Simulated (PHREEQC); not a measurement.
**Silver or lead bath**

Dissolve 36 mmol/kgw AgF, 1.1 mmol/kgw KNO3 and 7.2 mmol/kgw Na2SO4 at 25 °C. Closed to the air; pH follows from the charge balance.

All values are PHREEQC results (ion-association model, wateq4f.dat), not measurements.

This is a speciation only: nothing precipitates in the calculation.

Question: Predict the pH, ionic strength.

Answer: pH 7.54; ionic strength 0.0533 mol/kgw.

Question: In which forms is K present?

Answer: K+ 98 %, KSO4- 1.7 % of the K.

Complexes and solids missing from the database can't appear.
